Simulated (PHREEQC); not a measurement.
A solution holds 0.0011 mol CaSO4, 6.6e-05 mol Na2HPO4 and 0.00011 mol KCl per kg of water, at 25 °C. Closed to the air; pH follows from the charge balance.

The numbers come from PHREEQC with the ion-association model, wateq4f.dat.

Each row changes one thing in this solution. This is a speciation only: nothing precipitates in the calculation.

| case | pH | ionic strength (mol/kgw) | SO4-2 (mol/kgw) | Ca+2 (mol/kgw) | CaSO4 (mol/kgw) | KSO4- (mol/kgw) | SI of Gypsum (CaSO4:2H2O) | SI of Portlandite (Ca(OH)2) |
|---|---|---|---|---|---|---|---|---|
| as made | 8.06 | 0.00419 | 0.000988 | 0.000972 | 0.000111 | 5.76e-7 | -1.67 | -9.82 |
| Na2HPO4 from 6.6e-05 to 6.6e-06 mol/kgw | [?] | 0.00407 | 0.000987 | 0.000986 | 0.000113 | 5.77e-7 | -1.67 | -10.32 |
| diluted 2-fold with water | 8.10 | [?] | 0.000515 | 0.000509 | 3.48e-5 | 1.62e-7 | -2.18 | -9.99 |
| Na2HPO4 from 6.6e-05 to 0.00033 mol/kgw | [?] | 0.00473 | 0.000995 | 0.000914 | 0.000102 | 5.70e-7 | -1.71 | -9.73 |
| Na2HPO4 from 6.6e-05 to 9.9e-05 mol/kgw | 8.08 | 0.00426 | 0.000989 | 0.000964 | 0.000110 | 5.75e-7 | -1.68 | -9.78 |
| CaSO4 from 0.0011 to 0.00121 mol/kgw | 8.04 | 0.00455 | 0.00108 | 0.00106 | 0.000129 | 6.22e-7 | -1.61 | [?] |
| diluted 100-fold with water | 7.44 | 4.68e-5 | 1.10e-5 | 1.10e-5 | 2.26e-8 | 8.22e-11 | -5.37 | -12.90 |
| Na2HPO4 left out | 7.01 | 0.00406 | 0.000986 | 0.000987 | 0.000113 | 5.77e-7 | -1.67 | -11.90 |
| Na2HPO4 replaced by NaNO3 at the same molality | 7.01 | 0.00412 | 0.000986 | 0.000987 | 0.000113 | 5.76e-7 | -1.67 | -11.90 |

### Question
Fill in the missing entries.

### Answer

- Na2HPO4 from 6.6e-05 to 6.6e-06 mol/kgw, pH: 7.80
- diluted 2-fold with water, ionic strength (mol/kgw): 0.00219
- Na2HPO4 from 6.6e-05 to 0.00033 mol/kgw, pH: 8.12
- CaSO4 from 0.0011 to 0.00121 mol/kgw, SI of Portlandite (Ca(OH)2): -9.81

Species that the database lacks are ignored. Some of these states are supersaturated (in Hydroxyapatite, for instance). H3PO4, which wateq4f.dat lacks, is added to it with the constant of phreeqc.dat.
